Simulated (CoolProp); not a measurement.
The numbers come from the reference Helmholtz-energy equation of state, de Reuck 1993 in CoolProp.

**Question.** For methanol, give the phase and the density (kg/m³), cp (kJ/(kg K)), viscosity (µPa s), conductivity (mW/(m K)) at 346.85 °C and 4620 kPa; 346.85 °C and 40000 kPa.

**Answer.** 
- 346.85 °C and 4620 kPa: gas; density 31.9, cp 2.61, viscosity 20.5, conductivity 63.8
- 346.85 °C and 40000 kPa: supercritical; density 425, cp 5.18, viscosity 54.0, conductivity 164

Viscosity comes from a separate model (Xiang 2006). Thermal conductivity comes from a separate model (Sykioti 2013).
